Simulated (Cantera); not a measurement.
Feed: 1 mol C2H5OH, 82 mol H2, equilibrated at 78000 Pa.

These are equilibrium values from Cantera (NASA tables, ideal gas, pure condensed phases), not measurements of a reactor. Candidate condensed phases: C, C6H6, C7H8, C8H18, H2O; 110 gas species. Equilibrium is a limit: real reactors are often held back by kinetics, nucleation or transport.

x: gas mole fraction; n: condensed amount in mol.

| T (K) | x H2 | x CH4 | x CO | x H2O | x H | n C(graphite) |
|---|---|---|---|---|---|---|
| 1173 | 0.976 | 0.0121 | 0.0114 | ? | 1.32e-7 | 0 |
| 1223 | 0.978 | 0.00995 | 0.0116 | ? | 3.37e-7 | 0.168 |
| 1273 | 0.981 | 0.00705 | 0.0116 | ? | 8.00e-7 | 0.406 |
| 1323 | 0.983 | 0.00513 | 0.0116 | ? | 1.78e-6 | 0.567 |
| 1373 | 0.985 | 0.00381 | 0.0116 | ? | 3.74e-6 | 0.677 |
| 1423 | 0.985 | 0.00288 | 0.0116 | ? | 7.47e-6 | 0.754 |
| 1473 | 0.986 | 0.00223 | 0.0116 | ? | 1.42e-5 | 0.809 |
| 1523 | 0.987 | 0.00175 | 0.0116 | ? | 2.60e-5 | 0.849 |

Problem. Complete the blanks.

Solution. 
- 1173, x H2O: 0.000367
- 1223, x H2O: 0.000177
- 1273, x H2O: 0.000106
- 1323, x H2O: 6.53e-5
- 1373, x H2O: 4.18e-5
- 1423, x H2O: 2.76e-5
- 1473, x H2O: 1.87e-5
- 1523, x H2O: 1.31e-5
